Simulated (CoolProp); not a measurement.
Properties of octamethylcyclotetrasiloxane (D4) at several states.

Model: reference Helmholtz-energy equation of state, Thol 2015, in CoolProp.

| T (K) | p (MPa) | phase | Z | cp (kJ/(kg K)) | speed of sound (m/s) | expansivity (1/kK) |
|---|---|---|---|---|---|---|
| 562.5 | 0.205 | gas | 0.9341 | 1.951 | 118.3 | 2.288 |
| 451.7 | 3.75 | liquid | 0.3800 | 1.982 | 513.7 | 1.595 |
| 352.8 | 0.0954 | liquid | 0.01087 | 1.772 | 740.0 | 1.330 |
| 336.6 | 0.0823 | liquid | 0.009621 | 1.739 | 790.5 | 1.284 |
| 589.4 | 7.83 | supercritical | 0.7502 | 2.235 | 327.9 | 2.027 |
